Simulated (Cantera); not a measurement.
An isothermal, constant-pressure homogeneous reactor starts with C₂H₆ : N₂ = 7.9 : 37 (molar parts), at 1923 K and 0.133 bar.

Model: GRI-Mech 3.0 (53 species, 325 reactions), integrated in Cantera. GRI-Mech 3.0 stops at C3 and has no aromatics, soot or wall deposition, so with more carbon than oxygen in the feed, carbon stays in small species such as C2H2 where larger ones or solid carbon would form.

Predict: x(C₂H₆) at 20.0 s; x(CH₄) at 20.0 s; x(CH₂) at 20.0 s; x(C₂H) at 20.0 s; x(C₂H₂) at 20.0 s; x(H₂) at 20.0 s; x(H) at 20.0 s.


| Quantity | Result |
|---|---|
| x(C₂H₆) at 20.0 s | 1.11e-9 (gas-phase equilibrium 5.94e-10) |
| x(CH₄) at 20.0 s | 0.000151 (gas-phase equilibrium 0.000112) |
| x(CH₂) at 20.0 s | 9.67e-8 (gas-phase equilibrium 7.15e-8) |
| x(C₂H) at 20.0 s | 9.42e-6 (gas-phase equilibrium 4.86e-6) |
| x(C₂H₂) at 20.0 s | 0.130 (gas-phase equilibrium 0.0669) |
| x(H₂) at 20.0 s | 0.259 (gas-phase equilibrium 0.259) |
| x(H) at 20.0 s | 0.00132 (gas-phase equilibrium 0.00132) |
